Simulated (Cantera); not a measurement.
Input: 1 mol Fe2O3, 87 mol H2, 1.8 mol N2, equilibrated at 998 K and 0.100 bar.

Cantera equilibrium calculation (NASA polynomials, part measured and part estimated; ideal gas, pure solids and liquids). Candidate condensed phases: Fe, FeO, Fe(OH)2, Fe(OH)3, Fe2O3, Fe3O4, H2O; 27 gas species. Equilibrium is a limit: real reactors are often held back by kinetics, nucleation or transport.

Base state: H2 0.946, H2O 0.0338, N2 0.0203 (mole fractions); condensed: Fe(α).

### Question
What changes in the equilibrium state with this change: 0.55 mol CH4 added?

### Answer
```tsv
species	before	after
H2	0.946	0.947
H2O	0.0338	0.0269
N2	0.0203	0.0199
CO	0	0.00577
CO2	0	0.000238
CH4	0	7.25e-5
Fe(α), mol	2.00	2.00
```
Further candidate phases: C, C6H6, C7H8, C8H18, Fe(CO)5.

### Question
What changes in the equilibrium state with this change: Fe2O3 replaced by Fe3O4?

### Answer
```csv
species,before,after
H2,0.946,0.935
H2O,0.0338,0.0450
N2,0.0203,0.0203
"Fe(α), mol",2.00,3.00
```
